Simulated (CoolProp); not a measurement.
Vapour-liquid equilibrium of CH2F2 (R32) (1) + fluoroethane (R161) (2) at 0.629 MPa; x and y are mole fractions of (1).

Computed with CoolProp (multi-fluid Helmholtz-energy mixture model, Tillner-Roth 1997 and Wu 2012; pair parameters Bell 2016).

Give the bubble temperature and the first vapour's composition at x = 0.35, 0.5, 0.8. Is there an azeotrope?

x = 0.35: 275.3 K, y = 0.484; x = 0.5: 272.5 K, y = 0.626; x = 0.8: 268.0 K, y = 0.863. No azeotrope shows between x = 0.05 and 0.95.

Pair parameters are fitted to limited data, so mixtures are less certain than the pure fluids.
